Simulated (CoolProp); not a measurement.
Values from CoolProp's reference Helmholtz-energy equation of state, Lemmon 2006. It is a short technical equation, of lower accuracy than the large ones.

Question: For carbonyl sulfide, give the phase and the cp (kJ/(kg K)), cv (kJ/(kg K)) at 35.85 °C and 52.1 bar; 39.65 °C and 0.528 bar.

Answer: 
- 35.85 °C and 52.1 bar: liquid; cp 1.37, cv 0.710
- 39.65 °C and 0.528 bar: gas; cp 0.707, cv 0.566
